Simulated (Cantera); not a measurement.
Low-pressure radical oxidation in H2/O2

An isothermal, constant-pressure homogeneous reactor starts with 0.774 % H₂, 99.2 % O₂, at 1300 K and 0.0133 bar.

Computed with Cantera and GRI-Mech 3.0 (53 species, 325 reactions). Radical loss at walls, strong at low pressure, is not modelled.

| t (s) | x H₂ | x O₂ | x H₂O₂ | x O | x H₂O | x H |
|---|---|---|---|---|---|---|
| 5.00e-6 | 0.00774 | 0.992 | <1e-12 | 1.73e-11 | <1e-12 | 1.85e-10 |
| 3.16e-5 | 0.00774 | 0.992 | <1e-12 | 5.14e-10 | 1.60e-11 | 7.76e-10 |
| 0.000199 | 0.00774 | 0.992 | 1.11e-12 | 8.04e-9 | 1.73e-9 | 1.74e-9 |
| 0.00126 | 0.00774 | 0.992 | 4.07e-11 | 2.21e-7 | 1.89e-7 | 1.85e-8 |
| 0.00796 | 0.000821 | 0.986 | 3.41e-8 | 0.00553 | 0.00595 | 0.000357 |
| 0.0503 | 2.25e-5 | 0.986 | 1.10e-8 | 0.00615 | 0.00724 | 0.000182 |
| 0.317 | 1.25e-5 | 0.989 | 9.46e-9 | 0.00335 | 0.00742 | 7.39e-5 |
| 2.01 | 1.81e-6 | 0.992 | 4.19e-9 | 0.000474 | 0.00765 | 3.98e-6 |
| 12.7 | 9.64e-8 | 0.992 | 5.44e-10 | 2.50e-5 | 0.00774 | 4.86e-8 |
| 80.0 | 8.36e-9 | 0.992 | 6.54e-11 | 2.17e-6 | 0.00776 | 1.25e-9 |
x: mole fraction; the columns are a selection and need not sum to one.

Equilibrium at this temperature and pressure: H₂ 5.90e-9, O₂ 0.992, H₂O₂ 4.90e-11, O 1.54e-6, H₂O 0.00776, H 7.41e-10 (gas phase only).
